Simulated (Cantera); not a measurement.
Input: 1 mol CH₃OH, 0.26 mol CO₂, 0.43 mol H₂, at 2875 K and 0.133 bar.

Cantera equilibrium calculation (NASA polynomials, part measured and part estimated; ideal gas, pure solids and liquids). Candidate condensed phases: C, C₆H₆, C₇H₈, C₈H₁₈, H₂O; 110 gas species. Rates play no part.

Base state: H₂ 0.442, CO 0.302, H 0.193, H₂O 0.0500, OH 0.00655, CO₂ 0.00479, O 0.00178, O₂ 8.02e-5 (mole fractions); condensed: gas only.

What changes in the equilibrium state with this change: H₂ from 0.43 to 34 mol?


```tsv
species	before	after
H₂	0.442	0.719
H	0.193	0.246
CO	0.302	0.0296
H₂O	0.0500	0.00541
O₂	8.02e-5	3.55e-7
CO₂	0.00479	3.13e-5
O	0.00178	0.000118
OH	0.00655	0.000555
```
